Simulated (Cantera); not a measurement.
A closed system holds: 1 mol B, a varied amount of H2O, at 1048 K and 0.133 bar.

Cantera equilibrium calculation (NASA polynomials, part measured and part estimated; ideal gas, pure solids and liquids). Candidate condensed phases: B, B2O3, B3O3H3, H2O; 23 gas species. Mutual solubility and eutectic melting of coexisting phases are not modelled. Gases not in the tables: H3BO3. Kinetics and transport are ignored.

Question: Which condensed phases are stable at each of these points (n(H2O) (mol)): 0.06, 0.08, 0.11, 0.14, 0.19, 0.26, 0.34, 0.46, 0.61, 0.82, 1.1, 1.5, 2?

Answer: 
| n(H2O) (mol) | condensed phases | B condensed (%) |
|---|---|---|
| 0.06 | B(s) + B2O3(l) | 100.0 |
| 0.08 | B(s) + B2O3(l) | 99.9 |
| 0.11 | B(s) + B2O3(l) | 99.9 |
| 0.14 | B(s) + B2O3(l) | 99.9 |
| 0.19 | B(s) + B2O3(l) | 99.9 |
| 0.26 | B(s) + B2O3(l) | 99.8 |
| 0.34 | B(s) + B2O3(l) | 99.8 |
| 0.46 | B(s) + B2O3(l) | 99.7 |
| 0.61 | B(s) + B2O3(l) | 99.6 |
| 0.82 | B(s) + B2O3(l) | 99.4 |
| 1.1 | B(s) + B2O3(l) | 99.2 |
| 1.5 | B2O3(l) | 100.0 |
| 2 | B2O3(l) | 99.4 |

From 0.06 mol H2O to 1.1 mol H2O the condensed part is B(s) + B2O3(l). From 1.5 mol H2O to 2 mol H2O the condensed part is B2O3(l).
